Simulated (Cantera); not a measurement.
**Diamond growth**

A diamond (100) surface in a fixed gas of H2 with x(CH4) = 0.022, x(H) = 0.00079, at 1175 K, 0.180 bar; coverages are run to steady state.

Cantera simulation using the Harris–Goodwin 1993 mechanism for the reconstructed diamond (100) surface; the numbers are that mechanism's predictions, not measurements.

| x(CH3) | growth (µm/h) | θ c6HH | θ c6H* | θ c6*H | θ c6** | θ c6HM |
|---|---|---|---|---|---|---|
| 1e-06 | 0.0463 | 0.482 | 0.0345 | 0.464 | 0.0198 | 7.95e-5 |
| 2.6e-06 | 0.120 | 0.482 | 0.0345 | 0.464 | 0.0198 | 0.000207 |
| 6.6e-06 | 0.305 | 0.481 | 0.0345 | 0.464 | 0.0198 | 0.000524 |
| 1.7e-05 | 0.784 | 0.481 | 0.0344 | 0.463 | 0.0197 | 0.00135 |
| 4.4e-05 | 2.01 | 0.479 | 0.0343 | 0.461 | 0.0195 | 0.00347 |
| 0.00011 | 4.96 | 0.475 | 0.0340 | 0.457 | 0.0191 | 0.00854 |
| 0.00029 | 12.5 | 0.465 | 0.0332 | 0.446 | 0.0179 | 0.0217 |
| 0.00074 | 29.1 | 0.443 | 0.0314 | 0.422 | 0.0154 | 0.0510 |
| 0.0019 | 61.2 | 0.399 | 0.0279 | 0.375 | 0.0111 | 0.110 |
θ: site fractions in the mechanism's names (c6HH fully hydrogenated, c6H* and c6*H radical sites, c6** diradical, c6HM methylated).
